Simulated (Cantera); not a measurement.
A closed system holds: 1 mol SiCl₄, 54 mol N₂, held at 1273 K and 13.3 mbar.

Equilibrium computed with Cantera from the NASA thermochemical tables; the gas is ideal and each condensed phase is pure. Candidate condensed phases: Si, Si₃N₄; 13 gas species. The tables' values for SiCl₃ are old estimates; treat these amounts as uncertain. The numbers say what is thermodynamically allowed, not how fast it happens.

Base state: N₂ 0.982, SiCl₄ 0.0181, Cl 9.61e-5, SiCl₃ 9.25e-5 (mole fractions); condensed: gas only.

### Question
What changes in the equilibrium state with this change: 0.17 mol HF added?

### Answer
```tsv
species	before	after
N₂	0.982	0.979
SiCl₄	0.0181	0.0173
HCl	0	0.00307
SiF₄	0	0.000767
SiCl₃	9.25e-5	8.96e-5
Cl	9.61e-5	9.48e-5
```
Further candidate phases: NH₄Cl.
